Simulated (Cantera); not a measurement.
A closed system holds: 1 mol B₂H₆, 120 mol H₂, 8 mol N₂, 0.12 mol NH₃, held at 1650 K and 13300 Pa.

Cantera equilibrium calculation (NASA polynomials, part measured and part estimated; ideal gas, pure solids and liquids). Candidate condensed phases: B, BN; 15 gas species. The feed counts by its element totals alone. Equilibrium is a limit: real reactors are often held back by kinetics, nucleation or transport.

Base state: H₂ 0.946, N₂ 0.0542, H 0.000242 (mole fractions); condensed: BN(s).

### Question
What changes in the equilibrium state with this change: B₂H₆ replaced by B₂O₃?

### Answer
| species | before | after |
|---|---|---|
| H₂ | 0.946 | 0.923 |
| N₂ | 0.0542 | 0.0621 |
| HBO | 0 | 0.00583 |
| HBO₂ | 0 | 0.00565 |
| B₂O₃ | 0 | 0.00151 |
| BN(s), mol | 2.00 | 0.0716 |
Gases not in the tables: H₃BO₃. Further candidate phases: B₂O₃, B₃O₃H₃, H₂O.
